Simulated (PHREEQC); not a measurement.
# Acid rinse or clean

Dissolve 0.039 mol/kgw HNO3, 0.041 mol/kgw ZnSO4 and 0.00022 mol/kgw KCl at 35 °C. Closed to the air; pH follows from the charge balance.

Equilibrium calculation in PHREEQC: ion-association model, phreeqc.dat.

Each row changes one thing in this solution. No solid was allowed to form.

```tsv
case	pH	ionic strength (mol/kgw)	Zn+2 (mol/kgw)	HSO4- (mol/kgw)	SO4-2 (mol/kgw)	ZnSO4 (mol/kgw)	SI of Sylvite (KCl)
as made	1.70	0.126	0.0289	0.0144	0.0133	0.0110	-8.55
HNO3 from 0.039 to 0.0039 mol/kgw	2.77	0.0931	(withheld)	0.00187	0.0190	0.0155	-8.53
KCl from 0.00022 to 0.00044 mol/kgw	1.70	0.126	0.0289	0.0144	0.0133	0.0110	-7.95
KCl from 0.00022 to 0.000198 mol/kgw	1.70	0.126	0.0289	0.0144	0.0133	0.0110	-8.64
ZnSO4 from 0.041 to 0.0451 mol/kgw	(withheld)	0.134	0.0312	(withheld)	0.0147	0.0125	-8.56
```

Q: What belongs in the gaps?

A: 
- HNO3 from 0.039 to 0.0039 mol/kgw, Zn+2 (mol/kgw): 0.0232
- ZnSO4 from 0.041 to 0.0451 mol/kgw, pH: 1.71
- ZnSO4 from 0.041 to 0.0451 mol/kgw, HSO4- (mol/kgw): 0.0151
